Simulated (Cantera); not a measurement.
What does this Cantera script print?

```python
import numpy as np
import cantera as ct

gas_names = """
    H HO2 H2 H2O H2O2 O OH O2 O3 Si SiH SiH2 SiH3 SiH4 SiO SiO2 Si2 Si3
""".split()
cond_names = """
    H2O(s) H2O(L) Si(cr) Si(L) SiO2(Lqz) SiO2(hqz) SiO2(L)
""".split()


# ... load() reads the species with a 1 bar reference pressure and builds the phases ...
atoms = {
    'Si': {'Si': 1},
    'H2O': {'H': 2, 'O': 1},
    'O2': {'O': 2},
}
top_T = {}  # K; cautious upper limits of use, not melting points


# ... equilibrate(T, P, feed) seeds the gas with the atoms and calls Mixture.equilibrate('TP', solver="vcs", rtol=1e-11, max_steps=5000) ...
results = []
feed = {'Si': 1, 'H2O': 0.46, 'O2': 1.7}  # mol
T = 850  # K
P = 730000  # Pa
mix = equilibrate(T, P, feed)
results.append((T, P, feed, dict(zip(mix.species_names, mix.species_moles))))
x = sorted(zip(gas.X, gas.species_names), reverse=True)
print(f"T = {T:g} K  P = {P:g} Pa  gas = {mix.phase_moles(0):.4g} mol")
print("   x: " + "  ".join(f"{s} {v:.3e}" for v, s in x if v > 0.001))
print("   condensed (mol): " + ("  ".join(f"{mix.phase(i).name} {mix.phase_moles(i):.4g}"
      for i in range(1, mix.n_phases) if mix.phase_moles(i) > 1e-12) or "none"))
```

Output:

```
T = 850 K  P = 730000 Pa  gas = 1.16 mol
   x: O2 6.034e-01  H2O 3.966e-01
   condensed (mol): SiO2(hqz) 1
```

Method: chemical equilibrium by Gibbs-energy minimisation in Cantera with the NASA 1993 tables (ideal gas, pure condensed phases).
